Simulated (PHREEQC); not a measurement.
Make-up at 53 °C: 0.0023 mol/kgw NaHCO3 and 0.000345 mol/kgw NaOH. Closed to the air; pH follows from the charge balance.

The numbers come from PHREEQC with the ion-association model, phreeqc.dat.

### Question
The ionic strength comes out as 0.00283 mol/kgw. What activity coefficients do CO3-2, HCO3-, Na+, NaCO3-, OH- get?

### Answer
CO3-2 0.79, HCO3- 0.94, Na+ 0.94, NaCO3- 0.94, OH- 0.94.

This is a speciation only: nothing precipitates in the calculation. Constants without temperature data keep their 25 °C values here.
